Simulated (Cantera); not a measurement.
Input: 1 mol B2O3, 1 mol Cl2, 8.3 mol H2, 8.5 mol HCl, held at 13.3 mbar.

These are equilibrium values from Cantera (NASA tables, ideal gas, pure condensed phases), not measurements of a reactor. Candidate condensed phases: B, B2O3, B3O3H3, H2O; 33 gas species. The numbers say what is thermodynamically allowed, not how fast it happens.

Task: At 775 °C, list the 5 most abundant gas species with their mole fractions, and the condensed phases.

Result: HCl 0.590, H2 0.410, H2O 0.000103, BCl3 5.74e-5, B3O3Cl3 1.31e-5. Condensed: B2O3(l).
